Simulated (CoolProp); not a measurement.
The fluid at 293.15 K and 0.16 MPa is compressed adiabatically to 1.2 MPa with isentropic efficiency 1. The same conditions are run with several fluids, on thermodynamics alone (safety and materials aside).

Values from CoolProp's reference Helmholtz-energy equation of state of each fluid (C3F8 (R218): Lemmon 2006; ammonia: Gao 2020; hydrogen chloride: Thol 2018; R22: Kamei 1995; sulfur dioxide: Gao 2016).

```
fluid              work (kJ/kg)  final temperature (K)  final density (kg/m³)
-----------------  ------------  ---------------------  ---------------------
C3F8 (R218)                25.2                  335.3                    101
ammonia              (withheld)                  458.4                   5.50
hydrogen chloride           180                  521.8                   10.2
R22                  (withheld)                  393.2             (withheld)
sulfur dioxide             91.2                  440.4                   22.1
```

Task: Complete the blanks.

Result: 
- ammonia, work (kJ/kg): 357
- R22, work (kJ/kg): 63.2
- R22, final density (kg/m³): 34.1
